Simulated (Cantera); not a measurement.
A closed system holds: 1 mol (CH3)2SiCl2, 0.11 mol C2H4, 1500 mol H2, 1.2 mol C2H2, equilibrated at 683 Torr.

Equilibrium computed with Cantera from the NASA thermochemical tables; the gas is ideal and each condensed phase is pure. Candidate condensed phases: C, C6H6, C7H8, C8H18, Si, SiC; 109 gas species. The feed counts by its element totals alone. Gases not in the tables: Si2H6 and higher silanes. Equilibrium is a limit: real reactors are often held back by kinetics, nucleation or transport.

x: gas mole fraction; n: condensed amount in mol.

| T (K) | x H2 | x H | x C2H2 (acetylene) | x HCl | n C(graphite) | n SiC(s) |
|---|---|---|---|---|---|---|
| 1975 | 0.996 | 0.00143 | 0.000647 | 0.00133 | 1.03 | 0.988 |
| 2075 | 0.994 | 0.00278 | 0.00105 | 0.00132 | 0 | 0.959 |
| 2175 | 0.992 | (withheld) | (withheld) | 0.00132 | 0 | (withheld) |
| 2275 | 0.988 | 0.00885 | 0.00130 | 0.00131 | 0 | 0.411 |
| 2375 | 0.982 | (withheld) | 0.00144 | 0.00130 | 0 | 0 |
| 2475 | 0.973 | 0.0233 | 0.00145 | 0.00129 | 0 | 0 |
| 2575 | 0.961 | 0.0356 | 0.00145 | 0.00127 | 0 | 0 |

Question: What belongs in the gaps?

Answer: 
- 2175, x H: 0.00510
- 2175, x C2H2 (acetylene): 0.00115
- 2175, n SiC(s): 0.837
- 2375, x H: 0.0146
